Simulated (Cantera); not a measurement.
**(CH₃)₂SiCl₂ + H₂ (silicon carbide growth)**

Feed: 1 mol (CH₃)₂SiCl₂, 170 mol H₂, held at 1.00 Torr.

Equilibrium computed with Cantera from the NASA thermochemical tables; the gas is ideal and each condensed phase is pure. Candidate condensed phases: C, C₆H₆, C₇H₈, C₈H₁₈, Si, SiC; 109 gas species. The feed counts by its element totals alone. The tables' values for SiCl are old estimates; treat these amounts as uncertain. Kinetics and transport are ignored.

From 1200 K to 1950 K the condensed part is C(graphite) + SiC(s). From 2100 K to 2250 K the condensed part is C(graphite). The main Si-bearing gas is SiCl₂ at 1200 K and Si at 2250 K.

```
T (K)   x H₂       x H    x HCl      x Si  x C₂H₂ (acetylene)      x Cl    x SiC₂  n C(graphite)  n SiC(s)
-----  -----  --------  -------  --------  ------------------  --------  --------  -------------  --------
1200   0.988   5.37e-6   0.0115  1.75e-12             1.02e-7   5.42e-8    <1e-12          0.996     1.000
1350   0.988   6.49e-5   0.0115  5.69e-10             1.22e-6   6.28e-7    <1e-12          0.999     1.000
1500   0.988  0.000479   0.0115   5.75e-8             8.92e-6   4.49e-6  1.01e-10          0.997     0.999
1650   0.986   0.00247   0.0114   2.49e-6             4.50e-5   2.25e-5   1.39e-8          0.986     0.998
1800   0.979   0.00970   0.0113   5.74e-5            0.000172   8.60e-5   8.36e-7          0.952     0.987
1950   0.957    0.0307   0.0110  0.000810            0.000523  0.000265   2.64e-5          0.966     0.836
2100   0.901    0.0810   0.0102   0.00478             0.00130  0.000676  0.000308           1.39         0
2250   0.800     0.182  0.00890   0.00453             0.00268   0.00146  0.000524          0.745         0
```
x: gas mole fraction; n: condensed amount in mol.
